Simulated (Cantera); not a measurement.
Charge: 1 mol Si, 1.9 mol H2, at 702 °C and 0.100 bar.

Equilibrium computed with Cantera from the NASA thermochemical tables; the gas is ideal and each condensed phase is pure. Candidate condensed phases: Si; 9 gas species. Equilibrium is a limit: real reactors are often held back by kinetics, nucleation or transport.

Base state: H2 1.00 (mole fractions); condensed: Si(s).

Q: What changes in the equilibrium state with this change: Si replaced by SiCl4?

A: 
```json
[
 {"species": "H2", "before": "1.00", "after": "0.621"},
 {"species": "SiCl4", "before": "0", "after": "0.310"},
 {"species": "HCl", "before": "0", "after": "0.0346"},
 {"species": "SiHCl3", "before": "0", "after": "0.0318"},
 {"species": "SiCl3", "before": "0", "after": "0.00160"},
 {"species": "SiH2Cl2", "before": "0", "after": "0.000342"},
 {"species": "SiCl2", "before": "0", "after": "0.000233"},
 {"species": "Si(s), mol", "before": "1.00", "after": "0"}
]
```
The tables' values for SiCl3 are old estimates; treat these amounts as uncertain.
